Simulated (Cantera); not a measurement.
A closed system holds: 1 mol Pb, 0.1 mol H₂, a varied amount of N₂, held at 1323 K and 10.0 mbar.

Method: chemical equilibrium by Gibbs-energy minimisation in Cantera with the NASA 1993 tables (ideal gas, pure condensed phases). Candidate condensed phases: Pb; 11 gas species. Rates play no part.

Task: At 2.3 mol N₂, list the 4 most abundant gas species with their mole fractions, and the condensed phases.

Result: N₂ 0.676, Pb 0.294, H₂ 0.0294, Pb₂ 2.84e-5. Condensed: gas only.
